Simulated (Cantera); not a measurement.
A freely propagating, adiabatic, planar premixed flame of CH₄ : O₂ : N₂ = 1 : 2.44 : 9.17 (molar parts), unburnt at 573 K and 270000 Pa; multicomponent+Soret transport, grid criteria slope 0.08 and curve 0.16, no radiation.

Model: GRI-Mech 3.0 (53 species, 325 reactions), integrated in Cantera. Burning velocities carry a grid error of a few per cent, more on coarse grids.

Problem. Predict: laminar burning velocity; thermal thickness; peak x(CO); peak x(HO₂).

Solution. 
| Property | Result |
|---|---|
| laminar burning velocity | 69.4 cm/s |
| thermal thickness | 0.180 mm |
| peak x(CO) | 0.0345 |
| peak x(HO₂) | 0.000226 |
